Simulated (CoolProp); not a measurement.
Saturation properties of isobutene (Tc = 144.9 °C, pc = 4.016 MPa, ω = 0.193).

Model: reference Helmholtz-energy equation of state, Lemmon 2005, in CoolProp. It is a short technical equation, of lower accuracy than the large ones.

```csv
T (°C),p (MPa),enthalpy of vaporisation (kJ/kg),liquid cp (kJ/(kg K)),surface tension (mN/m)
35.05,0.4091,347.4,2.435,10.5
44.65,0.5314,335.6,[?],9.41
54.15,0.6774,323.2,2.562,8.33
63.75,[?],309.7,2.638,7.26
73.35,1.061,295.0,2.726,6.22
82.85,1.300,279.0,2.830,5.22
92.45,1.581,261.1,2.960,[?]
102.05,[?],240.9,3.132,3.31
111.55,2.269,217.8,[?],2.43
121.15,2.691,[?],3.783,1.60
```

Complete the blanks.


- 44.65, liquid cp (kJ/(kg K)): 2.496
- 63.75, p (MPa): 0.8532
- 92.45, surface tension (mN/m): 4.25
- 102.05, p (MPa): 1.904
- 111.55, liquid cp (kJ/(kg K)): 3.375
- 121.15, enthalpy of vaporisation (kJ/kg): 190.0

It boils at -7.0 °C under 1 atm.

Surface tension comes from a separate correlation (Mulero 2012).
